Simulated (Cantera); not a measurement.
Input: 1 mol B2H6, 14 mol H2O, 0.24 mol H2, 5.3 mol N2, held at 1473.15 K.

Cantera equilibrium calculation (NASA polynomials, part measured and part estimated; ideal gas, pure solids and liquids). Candidate condensed phases: B, BN, B2O3, B3O3H3, H2O; 39 gas species. The feed counts by its element totals alone. Gases not in the tables: H3BO3. Kinetics and transport are ignored.

Q: Which condensed phases are stable at each of these points (P (Pa)): 10, 37, 140, 520, 1900, 7200, 27000, 100000?

A: 
```json
[
 {"P (Pa)": "10", "condensed phases": "gas only", "B condensed (%)": "0.0"},
 {"P (Pa)": "37", "condensed phases": "gas only", "B condensed (%)": "0.0"},
 {"P (Pa)": "140", "condensed phases": "gas only", "B condensed (%)": "0.0"},
 {"P (Pa)": "520", "condensed phases": "gas only", "B condensed (%)": "0.0"},
 {"P (Pa)": "1900", "condensed phases": "gas only", "B condensed (%)": "0.0"},
 {"P (Pa)": "7200", "condensed phases": "B2O3(l)", "B condensed (%)": "43.1"},
 {"P (Pa)": "27000", "condensed phases": "B2O3(l)", "B condensed (%)": "68.5"},
 {"P (Pa)": "100000", "condensed phases": "B2O3(l)", "B condensed (%)": "79.5"}
]
```

From 0.000100 bar to 0.0190 bar nothing is condensed. From 0.0720 bar to 1.00 bar the condensed part is B2O3(l).
